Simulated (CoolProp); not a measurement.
Vapour-liquid equilibrium of benzene (1) + n-nonane (2) at 1.32 MPa; x and y are mole fractions of (1).

The numbers come from the multi-fluid Helmholtz-energy mixture model, Thol 2012 and Lemmon 2006; pair parameters Bell 2016 in CoolProp.

| x | bubble temperature (K) | y at the bubble point | dew temperature at overall composition x (K) | liquid density (mol/L) |
|---|---|---|---|---|
| 0.05 | 548.5 | 0.108 | 552.5 | 3.641 |
| 0.15 | 534.6 | 0.305 | 545.6 | 4.000 |
| 0.25 | 522.3 | 0.466 | 538.6 | 4.365 |
| 0.35 | 511.7 | 0.591 | 531.3 | 4.746 |
| 0.45 | 502.5 | 0.689 | 523.6 | 5.153 |
| 0.55 | 494.6 | 0.767 | 515.2 | 5.598 |
| 0.65 | 487.7 | 0.832 | 506.2 | 6.096 |
| 0.75 | 481.4 | 0.888 | 496.4 | 6.663 |
| 0.85 | 475.7 | 0.936 | 485.7 | 7.319 |
| 0.95 | 470.4 | 0.980 | 474.1 | 8.089 |

No azeotrope shows between x = 0.05 and 0.95.

The pair parameters rest on a limited set of measurements; away from them the model extrapolates.
